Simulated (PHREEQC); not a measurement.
18 g of hydrous ferric oxide (600 m²/g; 0.2 weak and 0.005 strong sites per Fe, Dzombak-Morel constants, diffuse double layer) in 1 kg of water with 0.01 mol/kgw of an inert sodium salt and 0.012 mol ZnCl2, 1.4e-05 mol NaH2PO4 and 0.0032 mol Na2HAsO4, at 25 °C; the pH is set by adding NaOH or the inert anion's acid. O2 is buffered at 0.21 atm. CO2 from the air is kept out. Precipitation was switched off in this run.

The numbers come from PHREEQC with the ion-association model, wateq4f.dat.

```json
[
 {"pH": "3", "Zn sorbed (%)": "0.0", "P sorbed (%)": "100.0", "As sorbed (%)": "100.0", "surface charge σ (C/m²)": "0.324"},
 {"pH": "3.5", "Zn sorbed (%)": "0.2", "P sorbed (%)": "100.0", "As sorbed (%)": "100.0", "surface charge σ (C/m²)": "0.304"},
 {"pH": "4", "Zn sorbed (%)": "1.6", "P sorbed (%)": "100.0", "As sorbed (%)": "100.0", "surface charge σ (C/m²)": "0.270"},
 {"pH": "4.5", "Zn sorbed (%)": "6.0", "P sorbed (%)": "100.0", "As sorbed (%)": "100.0", "surface charge σ (C/m²)": "0.220"},
 {"pH": "5", "Zn sorbed (%)": "12.3", "P sorbed (%)": "100.0", "As sorbed (%)": "100.0", "surface charge σ (C/m²)": "?"},
 {"pH": "5.5", "Zn sorbed (%)": "?", "P sorbed (%)": "100.0", "As sorbed (%)": "100.0", "surface charge σ (C/m²)": "0.109"},
 {"pH": "6", "Zn sorbed (%)": "?", "P sorbed (%)": "100.0", "As sorbed (%)": "100.0", "surface charge σ (C/m²)": "0.071"},
 {"pH": "6.5", "Zn sorbed (%)": "?", "P sorbed (%)": "100.0", "As sorbed (%)": "100.0", "surface charge σ (C/m²)": "0.050"},
 {"pH": "7", "Zn sorbed (%)": "99.1", "P sorbed (%)": "100.0", "As sorbed (%)": "100.0", "surface charge σ (C/m²)": "0.032"},
 {"pH": "7.5", "Zn sorbed (%)": "99.9", "P sorbed (%)": "100.0", "As sorbed (%)": "100.0", "surface charge σ (C/m²)": "0.018"},
 {"pH": "8", "Zn sorbed (%)": "100.0", "P sorbed (%)": "100.0", "As sorbed (%)": "100.0", "surface charge σ (C/m²)": "0.006"},
 {"pH": "8.5", "Zn sorbed (%)": "100.0", "P sorbed (%)": "99.9", "As sorbed (%)": "100.0", "surface charge σ (C/m²)": "-0.005"},
 {"pH": "9", "Zn sorbed (%)": "100.0", "P sorbed (%)": "99.4", "As sorbed (%)": "100.0", "surface charge σ (C/m²)": "-0.016"},
 {"pH": "9.5", "Zn sorbed (%)": "100.0", "P sorbed (%)": "?", "As sorbed (%)": "100.0", "surface charge σ (C/m²)": "-0.031"},
 {"pH": "10", "Zn sorbed (%)": "100.0", "P sorbed (%)": "80.9", "As sorbed (%)": "99.8", "surface charge σ (C/m²)": "-0.051"},
 {"pH": "10.5", "Zn sorbed (%)": "100.0", "P sorbed (%)": "43.8", "As sorbed (%)": "99.4", "surface charge σ (C/m²)": "-0.077"},
 {"pH": "11", "Zn sorbed (%)": "100.0", "P sorbed (%)": "13.4", "As sorbed (%)": "97.8", "surface charge σ (C/m²)": "-0.110"}
]
```

### Question
Complete the blanks.

### Answer

- 5, surface charge σ (C/m²): 0.162
- 5.5, Zn sorbed (%): 33.3
- 6, Zn sorbed (%): 72.1
- 6.5, Zn sorbed (%): 93.8
- 9.5, P sorbed (%): 96.2

H3PO4, which wateq4f.dat lacks, is added to it with the constant of phreeqc.dat. The database has no phosphate complexes of Zn. The database has no arsenate complexes of Zn. The oxide is taken as insoluble; below pH 4 it would dissolve.
